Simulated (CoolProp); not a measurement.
The fluid at 293.15 K and 0.606 MPa is compressed adiabatically to 0.967 MPa with isentropic efficiency 1. The same conditions are run with several fluids, on thermodynamics alone (safety and materials aside).

Computed with CoolProp (reference Helmholtz-energy equation of state of each fluid (C3F8 (R218): Lemmon 2006; hydrogen chloride: Thol 2018; carbon dioxide: Span 1996; CF4 (R14): Platzer 1990)). The equations of Platzer and Polt are older, rougher fits.

Problem. Rank C3F8 (R218), hydrogen chloride, carbon dioxide, CF4 (R14) by work (kJ/kg), highest first.

Solution. hydrogen chloride (32.1), carbon dioxide (26.4), CF4 (R14) (13.0), C3F8 (R218) (4.96)

```
fluid              final temperature (K)  final density (kg/m³)
-----------------  ---------------------  ---------------------
C3F8 (R218)                        305.0                   94.3
hydrogen chloride                  335.0                   13.2
carbon dioxide                     325.9                   16.3
CF4 (R14)                          313.2                   33.7
```
